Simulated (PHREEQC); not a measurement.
Reverse-osmosis permeate (model solution)

Synthetic water in mg/kgw, 20 °C, pH 5.77, pe 8.7:

| constituent | mg/kgw |
|---|---|
| Na | 8.24 |
| K | 2.46 |
| Ca | 6.27 |
| Mg | 0.256 |
| Cl | 15.9 |
| S(6) as SO4 | 5.96 |
| Alkalinity as HCO3 | 11.5 |
| Si as SiO2 | 1.16 |
| Zn | 0.0136 |

Na is adjusted to close the charge balance.
Valence states are taken as typed.

The numbers come from PHREEQC with the ion-association model, phreeqc.dat.

Each row changes one thing in this solution. Precipitation was switched off in this run.

| case | CO2 (mol/kgw) | HCO3- (mol/kgw) | CaSO4 (mol/kgw) | CaHCO3+ (mol/kgw) | Zn+2 (mol/kgw) | MgSO4 (mol/kgw) | SI of Quartz (SiO2) |
|---|---|---|---|---|---|---|---|
| as made | 0.000750 | 0.000190 | 1.22e-6 | 3.00e-7 | 2.01e-7 | 9.83e-8 | -0.66 |
| all concentrations times 3 at the same typed pH | 0.00218 | 0.000564 | 8.69e-6 | 2.40e-6 | 5.75e-7 | 7.02e-7 | -0.18 |
| temperature from 20 to 35 °C at the same typed pH | 0.000635 | 0.000190 | 1.34e-6 | 3.68e-7 | 2.01e-7 | 1.42e-7 | -0.88 |
| Cl from 15.9 to 47.7 mg/kgw | 0.000741 | 0.000190 | 1.10e-6 | 2.86e-7 | 2.01e-7 | 8.91e-8 | -0.66 |
